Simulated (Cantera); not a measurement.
What does this Cantera script print?

```python
import numpy as np
import cantera as ct

gas = ct.Solution("gri30.yaml")
gas.TPX = 1950, 100000, {'NO': 0.49, 'N2': 1}
reactor = ct.IdealGasConstPressureReactor(gas, energy="off", clone=False)
net = ct.ReactorNet([reactor])
net.rtol, net.atol = 1e-08, 1e-18
show = ['NO', 'O', 'N2O', 'NO2', 'N2', 'O2']
times = np.geomspace(0.0002, 3, 11)

steps = ct.SolutionArray(gas, extra=["t"])
rows = []
print(f"{'t/s':>10s}{'T/K':>9s}{'P/Pa':>11s}" + "".join(f"{s:>11s}" for s in show))
for t in times:
    while net.time < t:
        t_next = net.step()
        steps.append(gas.state, t=t_next)
    rows.append([np.interp(t, steps.t, y) for y in (steps.T, steps.P, *steps(*show).X.T)])
    print(f"{t:10.3e}{rows[-1][0]:9.1f}{rows[-1][1]:11.4g}" + "".join(f"{x:11.3e}" for x in rows[-1][2:]))
rate = np.gradient(steps.T, steps.t)
print("integrator steps:", len(steps.t))
if steps.T.max() > steps.T[0] + 200:
    print(f"time of steepest temperature rise: {steps.t[rate.argmax()]:.4e} s")
gas.TPX = 1950, 100000, {'NO': 0.49, 'N2': 1}
gas.equilibrate("TP")
print(f"equilibrium (TP): T = {gas.T:.1f} K  " + "  ".join(f"{s} {gas[s].X[0]:.3e}" for s in show))
```

Output:

```
       t/s      T/K       P/Pa         NO          O        N2O        NO2         N2         O2
 2.000e-04   1950.0      1e+05  3.288e-01  6.924e-06  1.468e-05  1.271e-05  6.712e-01  4.596e-07
 5.232e-04   1950.0      1e+05  3.287e-01  1.614e-05  2.997e-05  3.871e-05  6.712e-01  4.582e-06
 1.369e-03   1950.0      1e+05  3.285e-01  3.071e-05  4.558e-05  8.226e-05  6.713e-01  4.855e-05
 3.580e-03   1950.0      1e+05  3.281e-01  3.544e-05  4.990e-05  9.661e-05  6.715e-01  2.553e-04
 9.364e-03   1950.0      1e+05  3.269e-01  3.710e-05  4.960e-05  1.012e-04  6.720e-01  8.255e-04
 2.449e-02   1950.0      1e+05  3.239e-01  4.101e-05  4.859e-05  1.118e-04  6.735e-01  2.316e-03
 6.407e-02   1950.0      1e+05  3.161e-01  4.969e-05  4.607e-05  1.341e-04  6.774e-01  6.187e-03
 1.676e-01   1950.0      1e+05  2.964e-01  6.671e-05  4.015e-05  1.718e-04  6.873e-01  1.600e-02
 4.384e-01   1950.0      1e+05  2.506e-01  9.501e-05  2.834e-05  2.101e-04  7.102e-01  3.884e-02
 1.147e+00   1950.0      1e+05  1.661e-01  1.321e-04  1.234e-05  1.958e-04  7.525e-01  8.114e-02
 3.000e+00   1950.0      1e+05  6.859e-02  1.646e-04  2.323e-06  1.015e-04  8.012e-01  1.299e-01
integrator steps: 831
equilibrium (TP): T = 1950.0 K  NO 6.016e-03  O 1.824e-04  N2O 3.492e-07  NO2 9.895e-06  N2 8.325e-01  O2 1.613e-01
```

Computed with Cantera and GRI-Mech 3.0 (53 species, 325 reactions).
